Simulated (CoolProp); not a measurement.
R143a at 235.99 K and 0.389 MPa flows at 11 m/s in a round tube of 1 mm bore and 0.25 µm roughness, fully developed (64/Re and Nu = 3.66 if laminar; Colebrook and Gnielinski if turbulent). Each further row changes one setting.

Computed with CoolProp (reference Helmholtz-energy equation of state, Lemmon and Jacobsen 2000).

```tsv
case	Reynolds number	Darcy friction factor	pressure drop (Pa/m)	heat-transfer coefficient (W/(m² K))	mass flow (kg/h)
as stated	?	0.0208	1440000	?	?
velocity 22 m/s	126000	0.0186	5120000	?	70.9
diameter 2 mm	126000	0.0179	616000	23700	?
```

What belongs in the gaps?


- as stated, Reynolds number: 63100
- as stated, heat-transfer coefficient (W/(m² K)): 26600
- as stated, mass flow (kg/h): 35.4
- velocity 22 m/s, heat-transfer coefficient (W/(m² K)): 48900
- diameter 2 mm, mass flow (kg/h): 142

Viscosity comes from a separate model (Klein 1997), an estimate that may be off by 10 % or more. Thermal conductivity comes from a separate model (McLinden 2000), an estimate that may be off by 10 % or more.
